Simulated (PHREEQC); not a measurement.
Ca(OH)2 is added in steps, without added water, to 1 kg of water holding 0.071 mol H2SO4, 4.6e-05 mol Al2(SO4)3 and 0.016 mol Fe2(SO4)3, at 25 °C. Oxygen alone is held at its pressure in air (log pO2 = -0.68). The system is closed to CO2. Only these solids could form: Gypsum, Portlandite, Gibbsite, Fe(OH)3(a), Basaluminite.

Base run: PHREEQC, ion-association model, wateq4f.dat. Each further column changes one thing. The table gives pH.

| Ca(OH)2 added (mol) | base | H2SO4 from 0.071 to 0.0142 mol/kgw | no solid may form |
|---|---|---|---|
| 0 | 1.22 | 1.88 | 1.22 |
| 0.013 | 1.34 | 2.66 | 1.34 |
| 0.026 | 1.45 | 2.91 | 1.48 |
| 0.039 | 1.59 | 2.95 | 1.66 |
| 0.052 | 1.81 | 3.05 | 1.92 |
| 0.065 | 2.27 | 11.59 | 2.42 |
| 0.078 | 2.90 | 12.34 | 3.26 |
| 0.091 | 2.93 | 12.42 | 4.11 |
| 0.104 | 3.00 | 12.42 | 6.10 |
| 0.117 | 3.30 | 12.42 | 7.67 |
| 0.13 | 12.19 | 12.42 | 9.20 |

 In at least one series the solution becomes supersaturated in solids that the run did not let form, among them Gypsum, Gibbsite, Fe(OH)3(a), Basaluminite.
